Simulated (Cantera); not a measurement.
## Premixed flame

A freely propagating, adiabatic, planar premixed flame of H2 : O2 : N2 : H2O = 1 : 0.962 : 3.37 : 0.95 (molar parts), unburnt at 625 K and 1000000 Pa; mixture-averaged transport, grid criteria slope 0.08 and curve 0.16, no radiation.

Model: the H2/O2 subset of GRI-Mech 3.0, which has no nitrogen chemistry, integrated in Cantera. The hydrogen kinetics of GRI-Mech 3.0 are dated; newer H2 mechanisms differ, most at raised pressure. Burning velocities carry a grid error of a few per cent, more on coarse grids. Lean hydrogen flames are cellular in practice and burn faster than this planar one.

| z (mm) | T (K) | u (m/s) | x H2 | x O2 | x H2O | x H | x HO2 | x O |
|---|---|---|---|---|---|---|---|---|
| -0.418 | 630 | 0.218 | 0.143 | 0.156 | 0.155 | <1e-8 | 1.60e-7 | <1e-8 |
| -0.279 | 651 | 0.221 | 0.124 | 0.158 | 0.162 | <1e-8 | 1.25e-6 | <1e-8 |
| -0.209 | 688 | 0.230 | 0.106 | 0.159 | 0.171 | <1e-8 | 3.94e-6 | <1e-8 |
| -0.139 | 794 | 0.261 | 0.0795 | 0.155 | 0.193 | <1e-8 | 1.62e-5 | <1e-8 |
| -0.0697 | 1080 | 0.349 | 0.0444 | 0.137 | 0.240 | 1.19e-7 | 0.000113 | 1.24e-7 |
| -0.0348 | 1327 | 0.428 | 0.0251 | 0.118 | 0.276 | 1.19e-5 | 0.000343 | 1.23e-5 |
| 0 | 1576 | 0.509 | 0.00896 | 0.0964 | 0.311 | 8.92e-5 | 0.000265 | 0.000105 |
| 0.0348 | 1687 | 0.545 | 0.00220 | 0.0866 | 0.326 | 5.50e-5 | 7.63e-5 | 0.000103 |
| 0.0697 | 1715 | 0.554 | 0.000606 | 0.0844 | 0.330 | 1.47e-5 | 2.27e-5 | 5.17e-5 |
| 0.139 | 1726 | 0.558 | 8.86e-5 | 0.0838 | 0.331 | 1.57e-6 | 4.18e-6 | 1.59e-5 |
| 0.279 | 1728 | 0.558 | 1.45e-5 | 0.0838 | 0.332 | 2.63e-7 | 1.49e-6 | 6.59e-6 |
| 0.557 | 1728 | 0.559 | 9.90e-6 | 0.0838 | 0.332 | 1.93e-7 | 1.31e-6 | 5.57e-6 |
| 1.11 | 1728 | 0.559 | 9.81e-6 | 0.0838 | 0.332 | 1.91e-7 | 1.30e-6 | 5.54e-6 |
x: mole fraction of selected species; z is measured from the peak of heat release.

```json
{
 "laminar_burning_velocity": "22.0 cm/s",
 "thermal_thickness": "0.139 mm",
 "peak x(H)": "9.45e-5",
 "peak x(HO2)": "0.000383",
 "peak x(O)": "0.000124",
 "grid_points": "102"
}
```
